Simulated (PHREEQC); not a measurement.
A PHREEQC speciation (ion-association model, phreeqc.dat) at 25 °C gives pH 2.80 and these molalities:

```
species      mol/kgw
----------  --------
Zn+2         0.00652
SO4-2        0.00593
HF           0.00448
ZnSO4        0.00264
F-           0.00223
H+           0.00181
HSO4-       0.000578
Zn(SO4)2-2  0.000130
ZnF+        0.000111
HF2-         3.84e-5
```

Task: What are the element totals, and what could have been dissolved in 1 kg of water to give them?

Result: One answer among several that fit: totals F 0.00690, S(6) 0.00940, Zn 0.00940 mol/kgw, from 0.0069 mol HF and 0.0094 mol ZnSO4 per kg of water.

This is a speciation only: nothing precipitates in the calculation.
